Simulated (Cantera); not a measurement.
Input: 1 mol Si3N4, 18 mol Cl2, 3.3 mol H2, equilibrated at 1225 K.

Method: chemical equilibrium by Gibbs-energy minimisation in Cantera with the NASA 1993 tables (ideal gas, pure condensed phases). Candidate condensed phases: NH4Cl, Si, Si3N4; 28 gas species. Kinetics and transport are ignored.

Task: At 1.00 bar, list the 5 most abundant gas species with their mole fractions, and the condensed phases.

Result: Cl2 0.426, HCl 0.324, SiCl4 0.147, N2 0.0983, Cl 0.00398. Condensed: gas only.
